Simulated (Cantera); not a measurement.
Charge: 1 mol SiH2Cl2, 0.31 mol N2O, 3.8 mol N2, held at 1.90 mbar.

Cantera equilibrium calculation (NASA polynomials, part measured and part estimated; ideal gas, pure solids and liquids). Candidate condensed phases: H2O, NH4Cl, Si, SiO2, Si2N2O, Si3N4; 47 gas species. Mutual solubility and eutectic melting of coexisting phases are not modelled. Kinetics and transport are ignored.

Over these rows the condensed part is Si2N2O(s) + Si3N4(s). Partial pressures as log10 of bar:

```csv
T (K),1000/T (1/K),log p SiHCl3,log p N2,log p HCl,log p H2,log p SiCl4
723,1.3831,-7.95,-2.89,-3.44,-3.78,-4.08
798,1.2531,-7.59,-2.89,-3.41,-3.82,-4.12
873,1.1455,-7.30,-2.89,-3.38,-3.85,-4.16
948,1.0549,-7.05,-2.90,-3.36,-3.88,-4.19
1023,0.9775,?,-2.90,-3.35,-3.91,-4.21
1098,0.9107,-6.67,-2.90,-3.34,-3.93,-4.24
```

Problem. Fit log p(SiHCl3) = a + b·(1000/T) to the five rows, give the apparent enthalpy, and predict the row at 1023 K.

Solution. Means: 1000/T = 1.1495, log p = -7.312. Sxy = -0.355980, Sxx = 0.1312925, so b = -2.71 and a = -7.312 − (-2.71)×1.1495 = -4.20.
Apparent enthalpy: −19.145 × (-2.71) = 52 kJ/mol. With the condensed phases at unit activity, 1/3 Si3N4(s) + 3 HCl(g) = SiHCl3(g) + 2/3 N2(g) + H2(g) links this pressure to the main gases: over the six rows their terms move log p by +0.46 in all, so the slope isn't that reaction's ΔH° alone. The five rows lie within 0.01 of the line.
Prediction at 1023 K: -4.20 + (-2.71)×0.9775 = -6.85. The computed value is -6.84, 0.01 from the line.
